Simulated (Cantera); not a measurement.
An isothermal, constant-pressure homogeneous reactor starts with NO : N₂ = 1 : 0.38 (molar parts), at 2000 K and 20000 Pa. Integrator tolerance rtol = 1e-08.

Computed with Cantera and GRI-Mech 3.0 (53 species, 325 reactions).

What does this change do: N2 0.38 to 3 parts?


| quantity | before | after |
|---|---|---|
| x(NO) at 10.0 s | 0.0226 (gas-phase equilibrium 0.00899) | 0.0229 (gas-phase equilibrium 0.00615) |
| x(NO₂) at 10.0 s | 2.25e-5 (gas-phase equilibrium 9.03e-6) | 1.30e-5 (gas-phase equilibrium 3.61e-6) |
| x(N₂O) at 10.0 s | 3.46e-7 (gas-phase equilibrium 2.03e-7) | 3.46e-7 (gas-phase equilibrium 1.63e-7) |
| x(O) at 10.0 s | 0.000892 (gas-phase equilibrium 0.000899) | 0.000508 (gas-phase equilibrium 0.000525) |
| x(N₂) at 10.0 s | 0.626 (gas-phase equilibrium 0.633) | 0.863 (gas-phase equilibrium 0.872) |

What does this change do: temperature 2000 to 1898 K?


```json
[
 {"quantity": "x(NO) at 10.0 s", "before": "0.0226 (gas-phase equilibrium 0.00899)", "after": "0.145 (gas-phase equilibrium 0.00671)"},
 {"quantity": "x(NO₂) at 10.0 s", "before": "2.25e-5 (gas-phase equilibrium 9.03e-6)", "after": "0.000157 (gas-phase equilibrium 8.09e-6)"},
 {"quantity": "x(N₂O) at 10.0 s", "before": "3.46e-7 (gas-phase equilibrium 2.03e-7)", "after": "7.45e-6 (gas-phase equilibrium 1.53e-7)"},
 {"quantity": "x(O) at 10.0 s", "before": "0.000892 (gas-phase equilibrium 0.000899)", "after": "0.000358 (gas-phase equilibrium 0.000395)"},
 {"quantity": "x(N₂) at 10.0 s", "before": "0.626 (gas-phase equilibrium 0.633)", "after": "0.565 (gas-phase equilibrium 0.634)"}
]
```
